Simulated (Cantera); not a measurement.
Premixed flame

A freely propagating, adiabatic, planar premixed flame of CO : H₂ : CH₄ : O₂ : N₂ = 1 : 0.5 : 0.038 : 0.751 : 2.48 (molar parts), equivalence ratio 1.1, unburnt at 550 K and 0.987 atm; multicomponent+Soret transport, grid criteria slope 0.08 and curve 0.16, no radiation.

Model: GRI-Mech 3.0 (53 species, 325 reactions), integrated in Cantera. Burning velocities carry a grid error of a few per cent, more on coarse grids.

| z (mm) | T (K) | u (m/s) | x CO | x H₂ | x CH₄ | x O₂ | x NO | x H₂O |
|---|---|---|---|---|---|---|---|---|
| -1.41 | 550 | 2.97 | 0.210 | 0.105 | 0.00797 | 0.157 | <1e-8 | <1e-8 |
| -0.939 | 550 | 2.97 | 0.210 | 0.105 | 0.00797 | 0.157 | <1e-8 | <1e-8 |
| -0.705 | 550 | 2.97 | 0.210 | 0.105 | 0.00797 | 0.158 | <1e-8 | 7.11e-8 |
| -0.470 | 550 | 2.97 | 0.210 | 0.104 | 0.00798 | 0.158 | <1e-8 | 2.25e-6 |
| -0.235 | 567 | 3.03 | 0.212 | 0.0926 | 0.00801 | 0.159 | <1e-8 | 0.000708 |
| -0.117 | 786 | 4.13 | 0.209 | 0.0720 | 0.00741 | 0.153 | 5.52e-8 | 0.0136 |
| 0 | 1255 | 6.53 | 0.191 | 0.0391 | 0.00246 | 0.114 | 1.13e-6 | 0.0588 |
| 0.117 | 1560 | 8.02 | 0.156 | 0.0169 | 4.73e-5 | 0.0696 | 5.58e-6 | 0.0906 |
| 0.235 | 1716 | 8.71 | 0.128 | 0.0143 | 2.76e-7 | 0.0519 | 1.19e-5 | 0.0932 |
| 0.470 | 1886 | 9.42 | 0.106 | 0.0152 | <1e-8 | 0.0410 | 2.34e-5 | 0.0931 |
| 0.939 | 2051 | 10.1 | 0.0980 | 0.0143 | <1e-8 | 0.0357 | 4.07e-5 | 0.0993 |
| 1.88 | 2209 | 10.8 | 0.0920 | 0.0123 | <1e-8 | 0.0311 | 6.98e-5 | 0.107 |
| 3.76 | 2351 | 11.4 | 0.0835 | 0.0102 | <1e-8 | 0.0259 | 0.000136 | 0.114 |
x: mole fraction of selected species; z is measured from the peak of heat release.

| Quantity | Result |
|---|---|
| laminar burning velocity | 297 cm/s |
| thermal thickness | 0.470 mm |
| grid points | 179 |
